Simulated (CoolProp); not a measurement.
A simple Rankine cycle with chlorine: condensing at 289.15 K, boiler at 2.34 MPa, turbine inlet 385.7 K, turbine efficiency 0.6, pump efficiency 0.7, no recuperator. Each further row changes one setting.

Computed with CoolProp (reference Helmholtz-energy equation of state, Thol 2021).

```
case                             thermal efficiency (%)  net work (kJ/kg)  heat in (kJ/kg)  turbine exit temperature (K)  volume ratio over the turbine
-------------------------------  ----------------------  ----------------  ---------------  ----------------------------  -----------------------------
as stated                                           8.9              25.6              289                         304.5                           3.30
turbine inlet 405.7 K                               9.2              27.7              302                         324.1                           3.30
condensing temperature 281.15 K                    10.0              29.7              297                         293.1                           4.07
boiler pressure 1.64 MPa                            7.0              20.9              297                         327.2                           2.40
turbine efficiency 0.5                              7.3              21.1              289                         312.8                           3.42
```
